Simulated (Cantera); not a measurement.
Feed: 1 mol SiC, 0.0061 mol O2, 27 mol H2, equilibrated at 3.60 bar.

Cantera equilibrium calculation (NASA polynomials, part measured and part estimated; ideal gas, pure solids and liquids). Candidate condensed phases: C, C6H6, C7H8, C8H18, H2O, Si, SiC, SiO2; 123 gas species. Mutual solubility and eutectic melting of coexisting phases are not modelled. The tables hold silica as quartz up to 1696 K and as liquid above; real silica turns to tridymite and cristobalite and melts near 1996 K. Equilibrium is a limit: real reactors are often held back by kinetics, nucleation or transport.

**Question.** Which condensed phases are stable at each of these points (T (°C)): 1100, 1125, 1150, 1175, 1200, 1225, 1250, 1275, 1300, 1325, 1350, 1375, 1400?

**Answer.** 
| T (°C) | condensed phases | Si condensed (%) |
|---|---|---|
| 1100 | SiC(s) + SiO2(β-quartz) | 100.0 |
| 1125 | SiC(s) + SiO2(β-quartz) | 100.0 |
| 1150 | SiC(s) + SiO2(β-quartz) | 99.9 |
| 1175 | SiC(s) + SiO2(β-quartz) | 99.9 |
| 1200 | SiC(s) + SiO2(β-quartz) | 99.9 |
| 1225 | SiC(s) + SiO2(β-quartz) | 99.8 |
| 1250 | SiC(s) + SiO2(β-quartz) | 99.7 |
| 1275 | SiC(s) + SiO2(β-quartz) | 99.5 |
| 1300 | SiC(s) + SiO2(β-quartz) | 99.2 |
| 1325 | SiC(s) | 99.1 |
| 1350 | SiC(s) | 99.1 |
| 1375 | SiC(s) | 99.1 |
| 1400 | SiC(s) | 99.2 |

From 1100 °C to 1300 °C the condensed part is SiC(s) + SiO2(β-quartz). From 1325 °C to 1400 °C the condensed part is SiC(s).
